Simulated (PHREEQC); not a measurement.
Solution (25 °C): 0.0014 mol/kgw HF, 0.05 mol/kgw NaF and 1.3e-05 mol/kgw H4SiO4. Closed to the air; pH follows from the charge balance.

Computed with PHREEQC (ion-association model, wateq4f.dat).

```
quantity               before     after
-------------------  --------  --------
pH                       4.72      4.72
HF (mol/kgw)          0.00111  0.000595
NaF (mol/kgw)        0.000914  0.000258
HF2- (mol/kgw)       0.000210   5.67e-5
H4SiO4 (mol/kgw)      7.96e-9   2.03e-7
SI of Quartz (SiO2)     -4.11     -2.71
```

**Question.** Name the change that produced these shifts.
A. temperature from 25 to 35 °C
B. H4SiO4 replaced by (NH4)2SiF6 at the same molality
C. H4SiO4 from 1.3e-05 to 6.5e-06 mol/kgw
D. diluted 2-fold with water
E. temperature from 25 to 50 °C

**Answer.** D, diluted 2-fold with water

This is a speciation only: nothing precipitates in the calculation. SiF6-2 is the database's only silicon fluoride.
